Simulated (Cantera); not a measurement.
An adiabatic, constant-pressure homogeneous reactor starts with 2.52 % C₃H₈, 20.3 % O₂, 76.5 % N₂, 0.656 % H₂, equivalence ratio 0.64, at 1025 K and 500000 Pa.

Computed with Cantera and GRI-Mech 3.0 (53 species, 325 reactions). GRI-Mech 3.0 was tuned for natural gas; its chemistry of propane as a main component is partial and can be far from experiment.

Problem. Predict: time of steepest temperature rise; temperature at 0.500 s; equilibrium temperature; x(O₂) at 0.500 s; x(H₂) at 0.500 s.

Solution. 
```
Property                                                              Result
---------------------------------  -----------------------------------------
time of steepest temperature rise                                    24.9 ms
temperature at 0.500 s                                                2323 K
equilibrium temperature                                               2323 K
x(O₂) at 0.500 s                       0.0674 (gas-phase equilibrium 0.0674)
x(H₂) at 0.500 s                   0.000421 (gas-phase equilibrium 0.000421)
```
